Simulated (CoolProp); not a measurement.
Vapour-liquid equilibrium of R113 (1) + acetone (2) at 0.838 MPa; x and y are mole fractions of (1).

Values from CoolProp's multi-fluid Helmholtz-energy mixture model, Marx 1992 and Lemmon 2006; pair parameters Bell 2016.

```tsv
x	bubble temperature (K)	y at the bubble point	dew temperature at overall composition x (K)	liquid density (mol/L)
0.05	405.8	0.083	406.7	10.78
0.2	401.2	0.274	402.9	9.932
0.35	398.5	0.412	399.6	9.170
0.5	397.3	0.526	397.5	8.501
0.65	397.2	0.635	397.2	7.918
0.8	398.3	0.758	399.0	7.409
0.95	401.5	0.925	402.1	6.950
```

y crosses x between x = 0.5 and 0.65: the model has an azeotrope there.

Pair parameters are fitted to limited data, so mixtures are less certain than the pure fluids.
